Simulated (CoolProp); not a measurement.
A Linde-Hampson liquefier for methane: isothermal reversible compression at 230 K from 1 atm to 30 MPa, throttling to 1 atm, return gas leaving the recuperator 2 K below the feed. Each further row changes one setting.

The numbers come from the reference Helmholtz-energy equation of state, Setzmann 1991 in CoolProp.

```
case                        liquid yield per pass  compression work (kJ/kg of gas)
--------------------------  ---------------------  -------------------------------
as stated                                   0.408                              577
high pressure 60 MPa                        0.380                              668
warm-end temperature 260 K                  0.323                              690
warm-end gap 7 K                            0.399                              577
```
